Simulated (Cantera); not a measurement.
Cantera run, input and output.

```python
import numpy as np
import cantera as ct

gas = ct.Solution("h2o2.yaml")
gas.TPX = 573, 500000, {'H2': 1, 'O2': 0.781, 'N2': 2.94}
flame = ct.FreeFlame(gas, width=0.013)
flame.set_refine_criteria(ratio=3, slope=0.08, curve=0.16)
flame.transport_model = "mixture-averaged"
flame.solve(loglevel=0, auto=True)
z, T = flame.grid, flame.T
thick = (T[-1] - T[0]) / np.gradient(T, z).max()
show = ['H2', 'O2', 'H2O', 'HO2', 'H', 'H2O2']
print(f"laminar burning velocity  {flame.velocity[0] * 100:.3f} cm/s")
print(f"burnt temperature         {T[-1]:.1f} K")
print(f"thermal thickness         {thick * 1e3:.4f} mm")
print(f"grid points               {len(z)}")
z0 = z[flame.heat_release_rate.argmax()]
print(f"{'z/mm':>9s}{'T/K':>9s}{'u/(m/s)':>9s}" + "".join(f"{s:>11s}" for s in show))
rows = []
for k in (-3, -2, -1.5, -1, -0.5, -0.25, 0, 0.25, 0.5, 1, 2, 4, 8):
    zz = z0 + k * thick
    rows.append([k * thick, np.interp(zz, z, T), np.interp(zz, z, flame.velocity),
                 *(np.interp(zz, z, flame.X[gas.species_index(s)]) for s in show)])
    print(f"{rows[-1][0] * 1e3:9.3f}{rows[-1][1]:9.1f}{rows[-1][2]:9.3f}" + "".join(f"{x:11.3e}" for x in rows[-1][3:]))
```

It prints:

```
laminar burning velocity  262.389 cm/s
burnt temperature         2095.3 K
thermal thickness         0.0605 mm
grid points               108
     z/mm      T/K  u/(m/s)         H2         O2        H2O        HO2          H       H2O2
   -0.182    573.0    2.623  2.114e-01  1.655e-01  8.246e-07  1.237e-08  1.112e-13  1.756e-09
   -0.121    573.3    2.619  2.096e-01  1.659e-01  1.309e-05  2.605e-07  8.776e-12  3.766e-08
   -0.091    574.9    2.614  2.058e-01  1.667e-01  1.042e-04  2.679e-06  1.504e-10  3.932e-07
   -0.061    584.1    2.623  1.945e-01  1.688e-01  8.118e-04  2.678e-05  5.263e-09  3.887e-06
   -0.030    706.7    3.052  1.534e-01  1.709e-01  1.456e-02  6.091e-04  3.962e-05  7.335e-05
   -0.015    996.9    4.197  1.102e-01  1.577e-01  5.466e-02  7.048e-04  1.089e-03  1.115e-04
    0.000   1363.1    5.665  6.238e-02  1.264e-01  1.184e-01  3.935e-04  4.804e-03  2.856e-05
    0.015   1624.7    6.727  2.922e-02  9.585e-02  1.697e-01  2.203e-04  7.146e-03  5.813e-06
    0.030   1776.3    7.340  1.472e-02  8.030e-02  1.946e-01  1.357e-04  6.308e-03  3.456e-06
    0.061   1921.6    7.911  6.798e-03  7.208e-02  2.109e-01  6.894e-05  3.301e-03  2.022e-06
    0.121   2020.9    8.286  3.126e-03  7.019e-02  2.201e-01  2.956e-05  1.020e-03  1.170e-06
    0.242   2070.5    8.468  1.159e-03  7.013e-02  2.252e-01  1.145e-05  2.229e-04  6.624e-07
    0.484   2089.4    8.535  4.236e-04  7.043e-02  2.274e-01  5.513e-06  5.063e-05  4.171e-07
```

Computed with Cantera and the H2/O2 subset of GRI-Mech 3.0, which has no nitrogen chemistry. The hydrogen kinetics of GRI-Mech 3.0 are dated; newer H2 mechanisms differ, most at raised pressure. Burning velocities carry a grid error of a few per cent, more on coarse grids. Lean hydrogen flames are cellular in practice and burn faster than this planar one.
